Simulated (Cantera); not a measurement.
A closed system holds: 1 mol Fe2O3, 0.43 mol H2O, 0.95 mol N2, 1.1 mol Cl2, equilibrated at 1448.15 K and 10.0 mbar.

Method: chemical equilibrium by Gibbs-energy minimisation in Cantera with the NASA 1993 tables (ideal gas, pure condensed phases). Candidate condensed phases: Fe, FeCl2, FeCl3, FeO, Fe(OH)2, Fe(OH)3, Fe2O3, Fe3O4, H2O, NH4Cl; 37 gas species. Equilibrium is a limit: real reactors are often held back by kinetics, nucleation or transport.

Base state: N2 0.299, HCl 0.252, O2 0.200, FeCl2 0.175, Cl 0.0432, Cl2 0.0112, H2O 0.00939, FeCl3 0.00859 (mole fractions); condensed: Fe2O3(s).

**Question.** What changes in the equilibrium state with this change: temperature from 1448.15 K to 848.15 K?

**Answer.** 
| species | before | after |
|---|---|---|
| N2 | 0.299 | 0.354 |
| HCl | 0.252 | 0.298 |
| Cl2 | 0.0112 | 0.260 |
| FeCl2 | 0.175 | 2.82e-6 |
| O2 | 0.200 | 0.0749 |
| Cl | 0.0432 | 0.000137 |
| H2O | 0.00939 | 0.0113 |
| FeCl3 | 0.00859 | 0.000437 |
| Fe2Cl4 | 1.80e-5 | <1e-9 |
| OH | 4.69e-5 | 2.86e-9 |
| NO | 0.000566 | 1.75e-6 |
| Fe2O3(s), mol | 0.709 | 0.999 |
Condensed phases not in the tables: FeOCl.

**Question.** What changes in the equilibrium state with this change: Cl2 from 1.1 to 0.054 mol?

**Answer.** 
| species | before | after |
|---|---|---|
| N2 | 0.299 | 0.583 |
| H2O | 0.00939 | 0.232 |
| O2 | 0.200 | 0.118 |
| HCl | 0.252 | 0.0633 |
| Cl2 | 0.0112 | 2.20e-5 |
| FeCl2 | 0.175 | 0.000502 |
| Cl | 0.0432 | 0.00191 |
| Fe2Cl4 | 1.80e-5 | <1e-9 |
| FeCl3 | 0.00859 | 1.09e-6 |
| ClO | 5.09e-5 | 1.73e-6 |
| Fe2O3(s), mol | 0.709 | 0 |
| Fe3O4(s), mol | 0 | 0.666 |
